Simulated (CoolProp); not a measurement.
Vapour-liquid equilibrium of toluene (1) + n-dodecane (2) at 440.2 K; x and y are mole fractions of (1).

Model: multi-fluid Helmholtz-energy mixture model, Lemmon 2006 and Lemmon 2004; pair parameters Bell 2016, in CoolProp.

Question: Give the bubble pressure and the first vapour's composition at x = 0.575, 0.65, 0.725. Is there an azeotrope?

Answer: x = 0.575: 0.2281 MPa, y = 0.946; x = 0.65: 0.2574 MPa, y = 0.960; x = 0.725: 0.2868 MPa, y = 0.971. No azeotrope shows between x = 0.05 and 0.95.

The pair parameters rest on a limited set of measurements; away from them the model extrapolates.
